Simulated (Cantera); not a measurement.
Charge: 1 mol B2H6, 1.9 mol N2, a varied amount of H2, at 0.0140 bar.

Cantera equilibrium calculation (NASA polynomials, part measured and part estimated; ideal gas, pure solids and liquids). Candidate condensed phases: B, BN; 15 gas species. The feed counts by its element totals alone. Mutual solubility and eutectic melting of coexisting phases are not modelled. Rates play no part.

Stable condensed phases, one row left out:

```
T in K \ n(H2) in mol
         2.9 4.1 5.3 6.5 7.7 8.9  10  11  12  14  15  16
   2423    A   A   A   A   A   A   A   A   A   A   A   A
   2348    A   A   A   A   A   A   A   A   A   A   A   A
   2273    A   A   A   A   A   A   A   A   A   A   A   A
   2198    B   C   C   C   C   C   C   A   A   A   A   A
   2048    B   B   B   B   B   B   B   B   B   B   B   B
   1973    B   B   B   B   B   B   B   B   B   B   B   B
   1898    B   B   B   B   B   B   B   B   B   B   B   B
   1823    B   B   B   B   B   B   B   B   B   B   B   B
   1748    B   B   B   B   B   B   B   B   B   B   B   B
```

A: B; B: BN; C: B + BN.

Question: Give the row for 2123 K.

Answer: 2.9: BN; 4.1: BN; 5.3: BN; 6.5: BN; 7.7: BN; 8.9: BN; 10: BN; 11: BN; 12: BN; 14: BN; 15: BN; 16: B + BN.
